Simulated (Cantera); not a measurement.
An isothermal, constant-pressure homogeneous reactor starts with N2O = 1 (molar parts), at 1350 K and 0.987 atm. Integrator tolerance rtol = 1e-08.

Model: GRI-Mech 3.0 (53 species, 325 reactions), integrated in Cantera. GRI-Mech 3.0 was tuned for natural gas; its chemistry of N2O as a main component is partial and can be far from experiment. The mechanism lacks the step 2 NO + O2 → 2 NO2, which can matter for NO2 below about 1400 K. The temperature is held fixed by assumption; the heat of reaction is taken as removed at once.

**Question.** What does this change do: temperature 1350 to 1148 K?

**Answer.** 
| quantity | before | after |
|---|---|---|
| x(N2O) at 40.0 s | 2.19e-6 (gas-phase equilibrium 3.76e-8) | 0.00434 (gas-phase equilibrium 1.00e-8) |
| x(O) at 40.0 s | 2.29e-7 (gas-phase equilibrium 2.45e-7) | 1.33e-8 (gas-phase equilibrium 4.61e-9) |
| x(N2) at 40.0 s | 0.623 (gas-phase equilibrium 0.666) | 0.644 (gas-phase equilibrium 0.667) |
| x(NO2) at 40.0 s | 0.000899 (gas-phase equilibrium 7.05e-6) | 0.000701 (gas-phase equilibrium 4.15e-6) |
| x(O2) at 40.0 s | 0.289 (gas-phase equilibrium 0.333) | 0.312 (gas-phase equilibrium 0.333) |
| x(NO) at 40.0 s | 0.0863 (gas-phase equilibrium 0.000630) | 0.0390 (gas-phase equilibrium 0.000150) |
